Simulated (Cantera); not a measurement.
# Thermodynamics of halide evaporation, hydrolysis and transport, feed FeCl3 + HCl + H2

Input: 1 mol FeCl3, 0.05 mol HCl, a varied amount of H2, at 1048.15 K and 10000 Pa.

Method: chemical equilibrium by Gibbs-energy minimisation in Cantera with the NASA 1993 tables (ideal gas, pure condensed phases). Candidate condensed phases: Fe, FeCl2, FeCl3; 11 gas species. The numbers say what is thermodynamically allowed, not how fast it happens.

```tsv
n(H2) (mol)	x HCl	x H2	x FeCl2	x FeCl3	x Fe2Cl4	x Fe2Cl6	n Fe(α)
0.22	0.343	1.05e-8	0.247	0.365	0.0315	0.0124	0
0.52	0.543	0.0108	0.373	0.000862	0.0721	6.90e-8	0
0.81	0.470	0.139	0.333	0.000186	0.0574	3.20e-9	0
1.1	0.493	0.195	0.274	0.000135	0.0388	1.70e-9	0.104
1.4	0.503	0.245	0.226	0.000102	0.0265	9.59e-10	0.197
1.7	0.501	0.290	0.190	7.82e-5	0.0187	5.67e-10	0.275
2	0.494	0.331	0.161	6.12e-5	0.0135	3.48e-10	0.340
2.3	0.483	0.368	0.139	4.88e-5	0.00995	2.21e-10	0.396
2.6	0.470	0.402	0.120	3.94e-5	0.00748	1.44e-10	0.443
2.9	0.456	0.433	0.105	3.22e-5	0.00573	9.63e-11	0.484
3.2	0.442	0.461	0.0927	2.67e-5	0.00445	6.60e-11	0.520
3.5	0.428	0.487	0.0822	2.23e-5	0.00350	4.61e-11	0.551
3.8	0.414	0.510	0.0734	1.88e-5	0.00279	3.28e-11	0.578
```
x: gas mole fraction; n: condensed amount in mol.

From 0.22 mol H2 to 0.81 mol H2 nothing is condensed. From 1.1 mol H2 to 3.8 mol H2 the condensed part is Fe(α). The main Fe-bearing gas is FeCl3 at 0.22 mol H2 and FeCl2 at 3.8 mol H2.
